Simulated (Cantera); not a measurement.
A perfectly stirred reactor is fed with 10.9 % N₂O, 0.0489 % H₂, 89.1 % N₂, at 0.0460 bar; it is held at 1450 K, and followed from long to short residence time.

Detailed kinetics in Cantera: GRI-Mech 3.0 (53 species, 325 reactions). GRI-Mech 3.0 was tuned for natural gas; its chemistry of N2O as a main component is partial and can be far from experiment. Radical loss at walls, strong at low pressure, is not modelled. The temperature is held fixed by assumption; the heat of reaction is taken as removed at once.

x: mole fraction; the columns are a selection and need not sum to one.

```
τ (s)    x N₂O      x H₂      x O     x H₂O     x OH    x NO₂      x NO
------  ------  --------  -------  --------  -------  -------  --------
1.4     0.0353   5.90e-6  3.86e-5  0.000454  2.39e-5  9.23e-6    0.0137
0.68    0.0539   1.13e-5  3.93e-5  0.000452  2.59e-5  1.12e-5    0.0103
0.33       [?]       [?]  3.95e-5  0.000445      [?]  1.32e-5       [?]
0.16    0.0874   3.94e-5  3.94e-5  0.000428  3.24e-5  1.42e-5   0.00395
0.081   0.0966   6.77e-5  3.90e-5  0.000400  3.64e-5  1.29e-5   0.00218
0.040    0.102  0.000114  3.83e-5  0.000352  4.05e-5  9.33e-6   0.00112
0.019    0.105       [?]  3.71e-5       [?]  4.37e-5      [?]       [?]
0.0096   0.107  0.000269  3.54e-5  0.000196  4.35e-5  2.11e-6  0.000269
0.0047   0.108  0.000362  3.31e-5  0.000106  3.75e-5  6.45e-7  0.000128
0.0023   0.108  0.000434  3.01e-5   4.07e-5  2.56e-5  1.27e-7   5.75e-5
0.0011   0.108  0.000471  2.56e-5   1.02e-5  1.28e-5  1.18e-8   2.31e-5
```

### Question
What belongs in the gaps?

### Answer

- 0.33, x N₂O: 0.0726
- 0.33, x H₂: 2.14e-5
- 0.33, x OH: 2.87e-5
- 0.33, x NO: 0.00679
- 0.019, x H₂: 0.000185
- 0.019, x H₂O: 0.000280
- 0.019, x NO₂: 4.93e-6
- 0.019, x NO: 0.000538
